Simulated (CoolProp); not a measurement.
A single-stage vapour-compression cycle with the fluid: evaporating at 293.15 K (dew point), condensing at 334.15 K (bubble point), superheat 0 K, subcooling 2 K, compressor efficiency 0.9, no pressure losses. The same conditions are run with several fluids, on thermodynamics alone (safety and materials aside).

Computed with CoolProp (reference Helmholtz-energy equation of state of each fluid (CH2F2 (R32): Tillner-Roth 1997; R245fa: Akasaka 2015; sulfur dioxide: Gao 2016; R152A: Outcalt 1996; cis-2-butene: Lemmon 2005; chlorine: Thol 2021)).

| fluid | cooling COP | pressure ratio | discharge temperature (K) | refrigerating effect (kJ/kg) | volumetric capacity (kJ/m³) |
|---|---|---|---|---|---|
| CH2F2 (R32) | 4.59 | 2.73 | 364.4 | 198 | 8100 |
| R245fa | 5.35 | 3.87 | 334.1 | 141 | 1000 |
| sulfur dioxide | 5.56 | 3.42 | 385.8 | 306 | 2830 |
| R152A | 5.24 | 3.00 | 347.1 | 212 | 3370 |
| cis-2-butene | 5.52 | 3.28 | 338.4 | 307 | 1360 |
| chlorine | 5.44 | 2.73 | 383.7 | 212 | 4610 |

The compression ends wet for: R245fa.
